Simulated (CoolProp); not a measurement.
The fluid at 298.15 K and 0.151 MPa (liquid) is heated at constant pressure to 323.2 K. The same conditions are run with several fluids, on thermodynamics alone (safety and materials aside).

Computed with CoolProp (reference Helmholtz-energy equation of state of each fluid (o-xylene: Zhou 2012; isohexane: Lemmon 2006; propylene glycol: Eisenbach 2021; cyclopentane: Gedanitz 2015; water: Wagner 2002)).

Q: Rank o-xylene, isohexane, propylene glycol, cyclopentane, water by heat (kJ/kg), highest first.

A: water (105), propylene glycol (64.2), isohexane (57.5), cyclopentane (46.9), o-xylene (45.2)

| fluid | final density (kg/m³) |
|---|---|
| o-xylene | 855 |
| isohexane | 625 |
| propylene glycol | 1010 |
| cyclopentane | 715 |
| water | 988 |
